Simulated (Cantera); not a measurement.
Cantera with NASA thermochemical tables; ideal gases at 1 bar, condensed phases pure. Values are per mole of reaction as written; species without (g) are pure solids or liquids, kept so even where they would boil at 1 bar.

Q: Between 300 and 2175 K, where is each reaction favourable under standard conditions?
- Nb2O5 + H2(g) = 2 NbO2(g) + H2O(g)
- NbO2(g) + H2(g) = 2 OH(g) + Nb

A: 
- Nb2O5 + H2(g) = 2 NbO2(g) + H2O(g): ΔG° is 1118 kJ at 300 K and 387 kJ at 2175 K; it stays positive (K < 1). ΔH° is 1035 kJ and ΔS° 298 J/K at 2175 K.
- NbO2(g) + H2(g) = 2 OH(g) + Nb: ΔG° is 279 kJ at 300 K and 264 kJ at 2175 K; it stays positive (K < 1). ΔH° is 291 kJ and ΔS° 13 J/K at 2175 K.
